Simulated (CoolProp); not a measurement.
Vapour-liquid equilibrium of CH2F2 (R32) (1) + R134a (2) at 780 kPa; x and y are mole fractions of (1).

The numbers come from the multi-fluid Helmholtz-energy mixture model, Tillner-Roth 1997 and Tillner-Roth 1994; pair parameters Lemmon 2004 in CoolProp.

```csv
x,bubble temperature (K),y at the bubble point,dew temperature at overall composition x (K),liquid density (mol/L)
0.05,301.2,0.102,302.4,11.92
0.2,294.7,0.353,298.8,12.87
0.35,289.2,0.543,294.8,13.91
0.5,284.4,___,290.5,15.06
0.65,280.2,0.806,285.8,___
0.8,276.4,0.901,___,___
0.95,272.9,0.978,274.2,19.69
```

Problem. Fill in the missing entries.

Solution. 
- 0.5, y at the bubble point: 0.690
- 0.65, liquid density (mol/L): 16.38
- 0.8, dew temperature at overall composition x (K): 280.4
- 0.8, liquid density (mol/L): 17.90

No azeotrope shows between x = 0.05 and 0.95.

Pair parameters are fitted to limited data, so mixtures are less certain than the pure fluids.
